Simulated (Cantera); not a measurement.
A closed system holds: 1 mol SiC, 0.0093 mol Si, 0.8 mol H2, equilibrated at 0.00110 bar.

Points: T (K) = 2275, 2325, 2375, 2425, 2475, 2525, 2575, 2625, 2675, 2725, 2775, 2825, 2875.

Cantera's Mixture.equilibrate('TP', solver="vcs", rtol=1e-11, max_steps=5000) on the NASA tables stopped like this:

```
ERROR: FAILURE its = 5001!

*******************************************************************************
CanteraError thrown by MultiPhase::equilibrate:
VCS solver failed. Return code: -1
*******************************************************************************
```

What got this run through?

One answer among several that fit: The failure is numerical, not chemical. The same input converged with solver="gibbs", rtol=1e-10, max_steps=50000, and the result passed a check of the equilibrium conditions:
```
log10 of partial pressures in bar; condensed amounts in mol
       T/K        H2         H        Si      SiC2        C3      Si2C         C     C(gr)    SiC(b)
      2275    -3.128    -3.635    -4.001    -4.899    -7.980    -5.126    -8.256    0.0744    0.8899
      2325    -3.219    -3.568    -3.748    -4.571    -7.578    -4.805    -7.903    0.1673    0.7514
      2375    -3.387    -3.544    -3.506    -4.258    -7.194    -4.499    -7.565    0.4037    0.3837
      2425    -3.549    -3.522    -3.404    -4.087    -6.827    -4.465    -7.240    0.6267         0
      2475    -3.617    -3.456    -3.412    -4.030    -6.474    -4.645    -6.930    0.5885         0
      2525    -3.694    -3.399    -3.427    -3.982    -6.136    -4.832    -6.631    0.5424         0
      2575    -3.781    -3.351    -3.446    -3.941    -5.812    -5.022    -6.344    0.4888         0
      2625    -3.879    -3.312    -3.468    -3.906    -5.500    -5.212    -6.068    0.4259         0
      2675    -3.987    -3.280    -3.492    -3.875    -5.201    -5.401    -5.803    0.3491         0
      2725    -4.105    -3.258    -3.518    -3.848    -4.913    -5.588    -5.547    0.2481         0
      2775    -4.235    -3.243    -3.547    -3.826    -4.635    -5.776    -5.301    0.1035         0
      2825    -4.371    -3.235    -3.557    -3.842    -4.451    -5.950    -5.091         0         0
      2875    -4.506    -3.228    -3.542    -3.900    -4.372    -6.103    -4.921         0         0
```

The gas is ideal and each condensed phase is pure. Gases not in the tables: Si2H6 and higher silanes.
